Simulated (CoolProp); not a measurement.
Properties of tetradecamethylhexasiloxane (MD4M) along the isotherm 561.5 K (Tc = 653.2 K, pc = 0.8286 MPa, ω = 0.800).

Computed with CoolProp (reference Helmholtz-energy equation of state, Thol 2019).

```
p (MPa)   phase       Z  cp (kJ/(kg K))  isothermal compressibility (1/MPa)  expansivity (1/kK)
-------  ------  ------  --------------  ----------------------------------  ------------------
0.921    liquid  0.1490             [?]                             0.02032               2.292
1.84     liquid  0.2927           2.233                             0.01667               2.032
2.76     liquid  0.4329           2.223                             0.01420                 [?]
3.68     liquid  0.5702           2.215                             0.01242               1.710
4.6      liquid     [?]           2.209                                 [?]               1.601
5.52     liquid  0.8380           2.204                            0.009988               1.512
6.44     liquid  0.9692           2.200                                 [?]               1.438
7.36     liquid   1.099           2.197                            0.008401                 [?]
8.29     liquid   1.228           2.195                                 [?]               1.320
```

Task: Some entries are withheld; supply them.

Result: 
- 0.921, cp (kJ/(kg K)): 2.248
- 2.76, expansivity (1/kK): 1.848
- 4.6, Z: 0.7052
- 4.6, isothermal compressibility (1/MPa): 0.01106
- 6.44, isothermal compressibility (1/MPa): 0.009120
- 7.36, expansivity (1/kK): 1.375
- 8.29, isothermal compressibility (1/MPa): 0.007789
